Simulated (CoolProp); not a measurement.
n-perfluorohexane along the isotherm 285.8 K: fugacity coefficient from the reference equation and from simpler models built on Tc = 448.0 K, pc = 17.42 bar, ω = 0.497; each cubic takes its own stable root.

Computed with CoolProp (reference Helmholtz-energy equation of state, Gao 2022).

| p (bar) | phase | reference |
|---|---|---|
| 3.63 | liquid | 0.04639 |
| 7.26 | liquid | 0.02390 |
| 10.9 | liquid | 0.01641 |
| 14.5 | liquid | 0.01271 |
| 18.1 | liquid | 0.01049 |
| 21.8 | liquid | 0.008979 |
| 25.4 | liquid | 0.007939 |
| 29 | liquid | 0.007164 |
| 32.7 | liquid | 0.006550 |
| 36.3 | liquid | 0.006078 |
| 39.9 | liquid | 0.005696 |
| 43.5 | liquid | 0.005382 |

Q: How far does each simpler model (van der Waals, Redlich-Kwong, Soave-Redlich-Kwong, Peng-Robinson) lie from the reference over these 12 states: mean and median of the absolute difference, and the worst?

A: 
- van der Waals: mean 1225.4 %, median 1223.2 %, worst +1394.2 % at 285.8 K and 43.5 bar
- Redlich-Kwong: mean 300.5 %, median 300.7 %, worst +314.7 % at 285.8 K and 43.5 bar
- Soave-Redlich-Kwong: mean 2.8 %, median 2.8 %, worst +5.3 % at 285.8 K and 43.5 bar
- Peng-Robinson: mean 3.3 %, median 3.3 %, worst +3.6 % at 285.8 K and 43.5 bar
